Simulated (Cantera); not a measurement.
Cantera with NASA thermochemical tables; ideal gases at 1 bar, condensed phases pure. Values are per mole of reaction as written; species without (g) are pure solids or liquids, kept so even where they would boil at 1 bar.

3 F2(g) + 2 BN → 2 N(g) + 2 BF3(g), with ΔH° = -824.1 kJ and ΔS° = 177.4 J/K at 300 K.

### Question
How far is the shortcut ΔG° ≈ ΔH°(300 K) − T·ΔS°(300 K) from the full temperature-dependent value at 1073, 1273, 1473, 1673, 1873, 2073, 2273, 2473, 2673, 2873 K?

### Answer
```csv
T (K),shortcut (kJ),full (kJ),difference (kJ),difference in log10 K
1073,-1014.5,-1016.2,1.8,-0.09
1273,-1049.9,-1051.8,1.8,-0.07
1473,-1085.4,-1087.0,1.6,-0.06
1673,-1120.9,-1121.9,1.0,-0.03
1873,-1156.4,-1156.5,0.1,0.00
2073,-1191.9,-1190.9,-1.0,0.02
2273,-1227.4,-1225.1,-2.3,0.05
2473,-1262.9,-1259.0,-3.8,0.08
2673,-1298.3,-1292.8,-5.5,0.11
2873,-1333.8,-1326.5,-7.3,0.13
```
The shortcut ignores the heat-capacity change of the reaction.
